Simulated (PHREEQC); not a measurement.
**Nickel, zinc or cadmium bath: speciation**

Solution (25 °C): 0.0034 mol CdCl2, 0.002 mol NaCl and 0.064 mol FeSO4 per kg of water. Closed to the air; pH follows from the charge balance.

Model: ion-association model, wateq4f.dat, run in PHREEQC.

Each row changes one thing in this solution. This is a speciation only: nothing precipitates in the calculation.

```
case                                            pH  ionic strength (mol/kgw)  Cl- (mol/kgw)  Na+ (mol/kgw)  Cd+2 (mol/kgw)  CdCl+ (mol/kgw)  SI of CdOHCl (CdOHCl)  SI of Cd(OH)2 (Cd(OH)2)
--------------------------------------------  ----  ------------------------  -------------  -------------  --------------  ---------------  ---------------------  -----------------------
as made                                       5.86                     0.156        0.00832        0.00189         0.00125         0.000317                  -3.26                    -5.32
diluted 10-fold with water                    6.06                    0.0206       0.000866       0.000197        0.000222          1.04e-5                  -4.48                    -5.42
FeSO4 replaced by K2SO4 at the same molality  6.70                     0.171        0.00853        0.00186         0.00102         0.000256                  -2.51                    -3.73
FeSO4 left out                                6.14                   0.00992        0.00764        0.00200         0.00227          0.00110                  -2.36                    -4.18
CdCl2 from 0.0034 to 0.017 mol/kgw             [?]                     0.179         0.0300        0.00191         0.00545          0.00477                  -2.16                    -4.84
diluted 2-fold with water                     5.90                    0.0845        0.00423       0.000963        0.000775         0.000120                    [?]                    -5.36
```

### Question
Complete the blanks.

### Answer

- CdCl2 from 0.0034 to 0.017 mol/kgw, pH: 5.79
- diluted 2-fold with water, SI of CdOHCl (CdOHCl): -3.62

Complexes and solids missing from the database can't appear.
